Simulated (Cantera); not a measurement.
# Ignition delay

Mixture: CH4 : O2 : N2 : CO2 = 1 : 1 : 3.76 : 1.3 (molar parts), equivalence ratio 2.0, at 100000 Pa, adiabatic and at constant pressure. Ignition delay is the time to a rise of 400 K.

Computed with Cantera and GRI-Mech 3.0 (53 species, 325 reactions).

| T0 (K) | delay (ms) |
|---|---|
| 1275 | 34.5 |
| 1350 | 13.2 |
| 1425 | 5.29 |
| 1500 | 2.25 |
| 1575 | 1.03 |
| 1650 | 0.511 |
| 1725 | 0.276 |
| 1800 | 0.161 |
| 1875 | 0.101 |

```
Quantity                                                Result
--------------------------------------------------  ----------
apparent activation energy between 1725 and 1875 K  180 kJ/mol
```
